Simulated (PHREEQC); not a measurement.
## Alkaline etch or developer (model solution)

Consider water at 45 °C with 2.9 mmol/kgw TMAH and 0.88 mmol/kgw H3BO3. Closed to the air; pH follows from the charge balance.

Computed with PHREEQC (ion-association model, wateq4f.dat).

This is a speciation only: nothing precipitates in the calculation.

Task: Predict the pH, ionic strength.

Result: pH 10.69; ionic strength 0.00290 mol/kgw.

Task: In which forms is B present?

Result: H2BO3- 98 %, H3BO3 2.3 % of the B.

(CH3)4N+ isn't in the database: it is added as a free cation with an ion size of 4 Å. Constants without temperature data keep their 25 °C values here.
